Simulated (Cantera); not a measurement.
A Cantera script and its output.

```python
import numpy as np
import cantera as ct

gas = ct.Solution("gri30.yaml", transport_model="mixture-averaged")
show = ['C2H2', 'O', 'H']

rows = []
print(f"{'T/K':>7s}{'rho':>11s}{'cp':>10s}{'mu':>11s}{'lambda':>11s}{'Pr':>7s}" + "".join(f"{'D_' + s:>11s}" for s in show))
for T in [400, 550, 700, 850, 1000, 1150]:
    gas.TPX = T, 100000, {'C2H4': 0.4}
    Pr = gas.cp_mass * gas.viscosity / gas.thermal_conductivity
    D = [gas.mix_diff_coeffs_mole[gas.species_index(s)] for s in show]
    rows.append([gas.density, gas.cp_mass, gas.viscosity, gas.thermal_conductivity, Pr, *D])
    print(f"{T:7g}{gas.density:11.4e}{gas.cp_mass:10.1f}{gas.viscosity:11.4e}"
          f"{gas.thermal_conductivity:11.4e}{Pr:7.3f}" + "".join(f"{d:11.4e}" for d in D))
print("SI units: kg/m3, J/kg/K, Pa s, W/m/K, m2/s")
```

Output:

```
    T/K        rho        cp         mu     lambda     Pr     D_C2H2        D_O        D_H
    400 8.4353e-01    1876.5 1.3349e-05 3.3646e-02  0.745 2.1834e-05 4.2592e-05 1.5630e-04
    550 6.1348e-01    2380.2 1.7748e-05 5.6422e-02  0.749 3.9364e-05 7.4652e-05 2.7846e-04
    700 4.8202e-01    2785.0 2.1665e-05 8.0427e-02  0.750 6.0703e-05 1.1318e-04 4.2624e-04
    850 3.9696e-01    3080.6 2.5215e-05 1.0435e-01  0.744 8.5448e-05 1.5756e-04 5.9703e-04
   1000 3.3741e-01    3354.1 2.8480e-05 1.2770e-01  0.748 1.1331e-04 2.0738e-04 7.8904e-04
   1150 2.9340e-01    3563.2 3.1520e-05 1.5025e-01  0.747 1.4408e-04 2.6232e-04 1.0009e-03
SI units: kg/m3, J/kg/K, Pa s, W/m/K, m2/s
```

Computed with Cantera and GRI-Mech 3.0 (53 species, 325 reactions). The composition is frozen, though it would react at the higher temperatures.
